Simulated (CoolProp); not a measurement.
The fluid at 298.15 K and 0.0697 MPa expands adiabatically to 0.0266 MPa with isentropic efficiency 0.8. The same conditions are run with several fluids, on thermodynamics alone (safety and materials aside).

Values from CoolProp's reference Helmholtz-energy equation of state of each fluid (R1336mzz(E): Akasaka 2023; R404A: Lemmon 2003; R245fa: Akasaka 2015; R124: de Vries 1995; n-perfluorobutane: Gao 2022). Blends and air are pseudo-pure fits.

**Question.** Rank R1336mzz(E), R404A, R245fa, R124, n-perfluorobutane by work (kJ/kg), highest first.

**Answer.** R404A (18.5), R245fa (13.5), R124 (13.2), R1336mzz(E) (11.1), n-perfluorobutane (7.74)

| fluid | final temperature (K) | final density (kg/m³) |
|---|---|---|
| R1336mzz(E) | 283.4 | 1.87 |
| R404A | 275.5 | 1.14 |
| R245fa | 281.0 | 1.54 |
| R124 | 278.7 | 1.58 |
| n-perfluorobutane | 288.5 | 2.67 |
